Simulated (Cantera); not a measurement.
Cantera run:

```python
import numpy as np
import cantera as ct

gas_names = """
    B BF BF2 BF3 BH BHF2 BH2 BH3 BN B2 F F2 H HF H2 H2F2 H3F3 H4F4 H5F5 H6F6 H7F7 N NF NF2 NF3 NH NH2
    NH3 N2 N2H2 N2H4
""".split()
cond_names = """
    B(b) B(L) BN(s)
""".split()


# ... load() reads the species with a 1 bar reference pressure and builds the phases ...
atoms = {
    'BN': {'B': 1, 'N': 1},
    'HF': {'H': 1, 'F': 1},
    'N2': {'N': 2},
}
top_T = {'BN(s)': 3200}  # K; cautious upper limits of use, not melting points


# ... equilibrate(T, P, feed) seeds the gas with the atoms and calls Mixture.equilibrate('TP', solver="vcs", rtol=1e-11, max_steps=5000) ...
results = []
T = 1625  # K
P = 460  # Pa
for m in [1.2, 2.2, 4.1, 7.4, 13, 24, 44]:
    feed = {'BN': 1, 'HF': m, 'N2': 69}  # mol
    mix = equilibrate(T, P, feed)
    results.append((T, P, feed, dict(zip(mix.species_names, mix.species_moles))))

top = {s: max(r[3][s] / sum(r[3][g] for g in gas_names) for r in results) for s in gas_names}
cols = sorted((s for s in top if top[s] > 0.0001), key=lambda s: -top[s])[:6]
seen = [c for c in cond_names if any(r[3].get(c, 0) > 1e-12 for r in results)]
print("log10 of partial pressures in bar; condensed amounts in mol")
print(f"{'n(HF)':>10s}" + "".join(f"{s[:9]:>10s}" for s in cols + seen))
for T, P, feed, n in results:
    ng = sum(n[g] for g in gas_names)
    print(f"{feed['HF']:10.4g}" + "".join(f"{np.log10(max(n[s] / ng * P / 1e5, 1e-99)):10.3f}" for s in cols)
          + "".join(f"{n.get(c, 0):10.4g}" for c in seen))
```

Result:

```
log10 of partial pressures in bar; condensed amounts in mol
     n(HF)        N2        HF        H2       BF3       BF2        BF     BN(s)
       1.2    -2.344    -5.116    -4.454    -4.696    -5.367    -5.786    0.5997
       2.2    -2.349    -4.895    -4.193    -4.422    -5.184    -5.693    0.2761
       4.1    -2.359    -4.144    -4.033    -4.219    -5.652    -6.833         0
       7.4    -2.378    -3.576    -4.048    -4.225    -6.233    -7.989         0
        13    -2.409    -3.251    -4.077    -4.253    -6.601    -8.697         0
        24    -2.464    -2.983    -4.132    -4.307    -6.949    -9.340         0
        44    -2.548    -2.778    -4.216    -4.391    -7.282    -9.920         0
```

Method: chemical equilibrium by Gibbs-energy minimisation in Cantera with the NASA 1993 tables (ideal gas, pure condensed phases). The tables' values for BF2 are old estimates; treat these amounts as uncertain.
